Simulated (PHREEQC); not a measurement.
**Spent oxide etchant: an equilibrium model**

Solution (19 °C): 143 mmol/kgw HF, 0.53 mmol/kgw H2SiF6 and 0.11 mmol/kgw HNO3. Closed to the air; pH follows from the charge balance.

Model: ion-association model, phreeqc.dat, run in PHREEQC.

Precipitation was switched off in this run.

Task: Estimate the pH, ionic strength.

Result: pH 1.91; ionic strength 0.0143 mol/kgw.

Task: In which forms is F present?

Result: HF 87 %, F- 5.9 %, HF2- 5.4 %, SiF6-2 2.2 % of the F.

Complexes and solids missing from the database can't appear. SiF6-2 is the database's only silicon fluoride.
